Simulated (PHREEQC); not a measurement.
A PHREEQC input (ion-association model, phreeqc.dat):

```
SOLUTION 1
  temp 25
  units mg/L
  pH 5.72
  pe 12.2
  Na 2.19
  K 2.06
  Ca 1.78
  Mg 1.09
  Cl 4.43
  S(6) 6.74 as SO4
  Alkalinity 3.47
  Si 0.0589 as SiO2
  Cd 0.0063
  Li 0.00116
END
USE solution 1
EQUILIBRIUM_PHASES 1
  Chalcedony 0 0
  CO2(g) -2.5 10
END
```

The run finishes without an error or a warning.

Its last state differs from that of the intended input:

| quantity | as run | intended |
|---|---|---|
| pH | 6.15 | 6.07 |
| ionic strength (mol/kgw) | 0.000487 | 0.000480 |
| HCO3- (mol/kgw) | 7.00e-5 | 5.77e-5 |
| CaHCO3+ (mol/kgw) | 3.55e-8 | 2.93e-8 |
| MgHCO3+ (mol/kgw) | 3.28e-8 | 2.70e-8 |
| HSO4- (mol/kgw) | 4.37e-9 | 5.30e-9 |

### Question
One thing in the input isn't as intended. What explains the difference?

### Answer
One answer among several that fit: The fault: 'as HCO3' left off the alkalinity, which is then read as CaCO3.
